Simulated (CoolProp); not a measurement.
Carbon dioxide at 293.15 K and 3.02 MPa is compressed adiabatically to 23.1 MPa with isentropic efficiency 0.6. Each further row changes one setting.

Values from CoolProp's reference Helmholtz-energy equation of state, Span 1996.

| case | work (kJ/kg) | final temperature (K) | final density (kg/m³) |
|---|---|---|---|
| as stated | … | … | … |
| efficiency 1 | … | … | … |
| efficiency 0.65 | 181 | … | … |

**Question.** What belongs in the gaps?

**Answer.** 
- as stated, work (kJ/kg): 196
- as stated, final temperature (K): 528.8
- as stated, final density (kg/m³): 249
- efficiency 1, work (kJ/kg): 118
- efficiency 1, final temperature (K): 471.5
- efficiency 1, final density (kg/m³): 303
- efficiency 0.65, final temperature (K): 517.4
- efficiency 0.65, final density (kg/m³): 258
